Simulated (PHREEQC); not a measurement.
**Reverse-osmosis permeate (model solution)**

Model water analysis in mg/L, 25 °C, pH 6.42, pe 10:

```json
[
 {"constituent": "Na", "mg/L": "7.4"},
 {"constituent": "K", "mg/L": "0.0291"},
 {"constituent": "Ca", "mg/L": "8.77"},
 {"constituent": "Mg", "mg/L": "1.35"},
 {"constituent": "Cl", "mg/L": "13.1"},
 {"constituent": "S(6) as SO4", "mg/L": "14.4"},
 {"constituent": "Alkalinity as HCO3", "mg/L": "13.2"},
 {"constituent": "Zn", "mg/L": "0.0473"},
 {"constituent": "Cu(2)", "mg/L": "0.00599"}
]
```

Valence states are taken as typed.

Model: ion-association model, wateq4f.dat, run in PHREEQC.

No solid was allowed to form.

### Question
What charge-balance error does the model give?

### Answer
charge-balance error -0.7 %.

### Question
In which forms is Zn present?

### Answer
Zn+2 95 %, ZnSO4 2.3 %, ZnHCO3+ 2.2 % of the Zn.
